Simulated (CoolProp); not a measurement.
Model: reference Helmholtz-energy equation of state, Lemmon 2009, in CoolProp.

For propane, give the phase and the viscosity (µPa s), conductivity (mW/(m K)), fugacity coefficient at 306.5 K and 0.966 MPa; 306.5 K and 1.56 MPa; 306.5 K and 10.6 MPa.


- 306.5 K and 0.966 MPa: gas; viscosity 8.50, conductivity 19.9, fugacity coefficient 0.861
- 306.5 K and 1.56 MPa: liquid; viscosity 89.8, conductivity 90.5, fugacity coefficient 0.633
- 306.5 K and 10.6 MPa: liquid; viscosity 106, conductivity 99.8, fugacity coefficient 0.128

Viscosity comes from a separate model (Vogel 1998). Thermal conductivity comes from a separate model (Marsh 2002).
